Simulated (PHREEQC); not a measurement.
Consider water at 10 °C with 5.8 mmol/kgw CdSO4, 15 mmol/kgw H3BO3 and 67 mmol/kgw H2SO4. Closed to the air; pH follows from the charge balance.

Computed with PHREEQC (ion-association model, wateq4f.dat).

Precipitation was switched off in this run.

**Question.** Order these Cd species by the share of Cd that they hold, largest first: Cd(SO4)2-2, CdSO4, Cd+2.

**Answer.** Cd+2 (53 %), CdSO4 (37 %), Cd(SO4)2-2 (9.5 %)

**Question.** Order these S species by the share of S that they hold, largest first: Cd(SO4)2-2, SO4-2, CdSO4, HSO4-.

**Answer.** HSO4- (67 %), SO4-2 (28 %), CdSO4 (3.0 %), Cd(SO4)2-2 (1.5 %)

The pH is 1.16 and the ionic strength 0.116 mol/kgw. Complexes and solids missing from the database can't appear. Constants without temperature data keep their 25 °C values here.
